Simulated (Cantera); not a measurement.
Feed: 1 mol Fe₂O₃, 0.24 mol Cl₂, 0.44 mol N₂, at 1550 K and 0.0200 bar.

Equilibrium computed with Cantera from the NASA thermochemical tables; the gas is ideal and each condensed phase is pure. Candidate condensed phases: Fe, FeCl₂, FeCl₃, FeO, Fe₂O₃, Fe₃O₄; 19 gas species. Kinetics and transport are ignored.

Base state: N₂ 0.437, O₂ 0.300, FeCl₂ 0.195, Cl 0.0517, Cl₂ 0.00816, FeCl₃ 0.00634, NO 0.00138, ClO 9.25e-5 (mole fractions); condensed: Fe₃O₄(s).

Question: What changes in the equilibrium state with this change: temperature from 1550 K to 998.15 K?

Answer: 
| species | before | after |
|---|---|---|
| N₂ | 0.437 | 0.642 |
| Cl₂ | 0.00816 | 0.307 |
| FeCl₃ | 0.00634 | 0.0275 |
| O₂ | 0.300 | 0.0216 |
| FeCl₂ | 0.195 | 0.00122 |
| Cl | 0.0517 | 0.00148 |
| O | 3.03e-5 | <1e-9 |
| Fe₂Cl₆ | 5.61e-9 | 3.07e-5 |
| NO | 0.00138 | 8.87e-6 |
| Fe₂Cl₄ | 2.10e-5 | 3.51e-7 |
| Fe₃O₄(s), mol | 0.599 | 0 |
| Fe₂O₃(s), mol | 0 | 0.990 |

Question: What changes in the equilibrium state with this change: pressure from 0.0200 bar to 0.0800 bar?

Answer: 
```json
[
 {"species": "N₂", "before": "0.437", "after": "0.497"},
 {"species": "O₂", "before": "0.300", "after": "0.222"},
 {"species": "FeCl₂", "before": "0.195", "after": "0.205"},
 {"species": "Cl", "before": "0.0517", "after": "0.0380"},
 {"species": "FeCl₃", "before": "0.00634", "after": "0.0196"},
 {"species": "Cl₂", "before": "0.00816", "after": "0.0177"},
 {"species": "Fe₂Cl₄", "before": "2.10e-5", "after": "9.24e-5"},
 {"species": "O", "before": "3.03e-5", "after": "1.30e-5"},
 {"species": "ClO", "before": "9.25e-5", "after": "0.000117"},
 {"species": "Fe₃O₄(s), mol", "before": "0.599", "after": "0.190"},
 {"species": "Fe₂O₃(s), mol", "before": "0", "after": "0.615"}
]
```
Mutual solubility and eutectic melting of coexisting phases are not modelled.
